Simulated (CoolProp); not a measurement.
Properties of CH3F (R41) along the isobar 16000 kPa (Tc = 44.1 °C, pc = 5906 kPa, ω = 0.200).

Computed with CoolProp (reference Helmholtz-energy equation of state, Lemmon 2006). It is a short technical equation, of lower accuracy than the large ones.

```tsv
T (°C)	phase	density (kg/m³)	cv (kJ/(kg K))	isothermal compressibility (1/MPa)	expansivity (1/kK)
40.75	liquid	621.9	1.208	0.01012	5.172
49.25	supercritical	593.5	1.217	0.01283	5.823
57.85	supercritical	562.6	1.228	0.01665	6.642
66.35	supercritical	529.6	1.241	0.02197	7.634
74.95	supercritical	493.5	1.256	0.02948	8.813
83.45	supercritical	455.5	1.270	0.03929	10.04
92.05	supercritical	415.8	1.283	0.05101	11.08
100.55	supercritical	377.5	1.291	0.06242	11.58
109.15	supercritical	341.8	1.294	0.07145	11.39
117.65	supercritical	311.1	1.293	0.07686	10.69
126.25	supercritical	284.9	1.290	0.07931	9.735
134.75	supercritical	263.4	1.288	0.07982	8.777
143.35	supercritical	245.2	1.288	0.07931	7.894
151.85	supercritical	230.0	1.289	0.07834	7.138
```
